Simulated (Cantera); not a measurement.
## Gas-phase reforming

An isothermal, constant-pressure homogeneous reactor starts with CH4 : H2O = 4.3 : 1.3 (molar parts), at 2125 K and 2.10 bar.

Computed with Cantera and GRI-Mech 3.0 (53 species, 325 reactions). GRI-Mech 3.0 stops at C3 and has no aromatics, soot or wall deposition, so with more carbon than oxygen in the feed, carbon stays in small species such as C2H2 where larger ones or solid carbon would form.

```tsv
t (s)	x CH4	x H2O	x HCO	x H2O2	x C2H	x CO
6.00e-5	0.131	0.144	4.95e-7	5.50e-11	1.43e-5	0.00467
0.000330	0.0327	0.114	1.49e-7	3.76e-11	1.67e-5	0.0180
0.00181	0.0144	0.0619	1.10e-7	1.08e-11	1.44e-5	0.0610
0.00996	0.00602	0.00645	1.39e-7	<1e-12	1.11e-5	0.111
0.0548	0.00371	1.47e-6	1.45e-7	<1e-12	1.07e-5	0.116
0.301	0.00371	1.28e-6	1.45e-7	<1e-12	1.07e-5	0.116
1.65	0.00371	1.28e-6	1.45e-7	<1e-12	1.07e-5	0.116
9.10	0.00371	1.28e-6	1.45e-7	<1e-12	1.07e-5	0.116
50.0	0.00371	1.28e-6	1.45e-7	<1e-12	1.07e-5	0.116
```
x: mole fraction; the columns are a selection and need not sum to one.

Equilibrium at this temperature and pressure: CH4 0.00371, H2O 1.29e-6, HCO 1.45e-7, H2O2 <1e-12, C2H 1.07e-5, CO 0.116 (gas phase only).
